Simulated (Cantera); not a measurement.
A closed system holds: 1 mol Cu, 2.1 mol F₂, 0.26 mol N₂, at 477 °C and 13.3 mbar.

Cantera equilibrium calculation (NASA polynomials, part measured and part estimated; ideal gas, pure solids and liquids). Candidate condensed phases: Cu, CuF₂; 11 gas species. The numbers say what is thermodynamically allowed, not how fast it happens.

Base state: F₂ 0.654, NF₃ 0.191, N₂ 0.130, F 0.0257 (mole fractions); condensed: CuF₂(s).

Q: What changes in the equilibrium state with this change: pressure from 13.3 mbar to 1.33 mbar?

A: 
```json
[
 {"species": "F₂", "before": "0.654", "after": "0.715"},
 {"species": "N₂", "before": "0.130", "after": "0.175"},
 {"species": "F", "before": "0.0257", "after": "0.0849"},
 {"species": "NF₃", "before": "0.191", "after": "0.0254"},
 {"species": "CuF₂(s), mol", "before": "1.00", "after": "1.00"}
]
```
